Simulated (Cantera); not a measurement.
Ignition delay

Mixture: CH4 : O2 : N2 : H2O = 1 : 1.54 : 5.78 : 0.23 (molar parts), at 0.395 atm, adiabatic and at constant volume. Ignition delay is the time to a rise of 400 K.

Model: GRI-Mech 3.0 (53 species, 325 reactions), integrated in Cantera.

```
T0 (K)  delay (ms)
------  ----------
1023          2110
1073           875
1123           380
1173           172
1223          81.6
1273          40.1
1323          20.5
1373          10.9
1423          5.99
```

| Item | Result |
|---|---|
| apparent activation energy between 1323 and 1423 K | 190 kJ/mol |
